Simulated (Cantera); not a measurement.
Charge: 1 mol SiO2, 0.8 mol C, 8.4 mol H2, equilibrated at 0.133 bar.

These are equilibrium values from Cantera (NASA tables, ideal gas, pure condensed phases), not measurements of a reactor. Candidate condensed phases: C, C6H6, C7H8, C8H18, H2O, Si, SiC, SiO2; 123 gas species. Mutual solubility and eutectic melting of coexisting phases are not modelled. The tables hold silica as quartz up to 1696 K and as liquid above; real silica turns to tridymite and cristobalite and melts near 1996 K. The numbers say what is thermodynamically allowed, not how fast it happens.

x: gas mole fraction; n: condensed amount in mol.

```
T (°C)   x H2     x SiO    x CO       x H     x CH4    x H2O  n SiC(s)  n SiO2(β-quartz)  n SiO2(condensed)
------  -----  --------  ------  --------  --------  -------  --------  ----------------  -----------------
1202    0.940  0.000246  0.0596   3.44e-5  0.000224  2.36e-5     0.265             0.732                  0
1227    0.940  0.000469  0.0597   4.67e-5  0.000151  2.57e-5     0.265             0.731                  0
1252    0.939  0.000878  0.0599   6.28e-5  0.000103  2.80e-5     0.264             0.728                  0
1277    0.938   0.00161  0.0601   8.35e-5   7.15e-5  3.04e-5     0.262             0.724                  0
1302    0.937       [?]  0.0604       [?]       [?]  3.29e-5     0.258             0.716                  0
1327    0.934   0.00506  0.0609  0.000144   3.55e-5  3.55e-5     0.251             0.703                  0
1352    0.929   0.00872  0.0619  0.000186   2.54e-5  3.82e-5     0.240             0.681                  0
1377    0.922       [?]  0.0634       [?]       [?]  4.10e-5       [?]             0.644                  0
1402    0.909    0.0243  0.0658  0.000303   1.34e-5  4.40e-5     0.192             0.583                  0
1427    0.891    0.0394  0.0697  0.000381   9.86e-6  4.69e-5     0.143                 0              0.486
1452    0.862    0.0619  0.0754  0.000472   7.27e-6  4.96e-5    0.0658                 0              0.331
1477    0.839    0.0800  0.0800  0.000584   4.47e-6  6.32e-5         0                 0              0.199
```

What belongs in the gaps?


- 1377, x SiO: 0.0147
- 1377, x H: 0.000239
- 1377, x CH4: 1.84e-5
- 1377, n SiC(s): 0.222
- 1302, x SiO: 0.00288
- 1302, x H: 0.000110
- 1302, x CH4: 5.00e-5
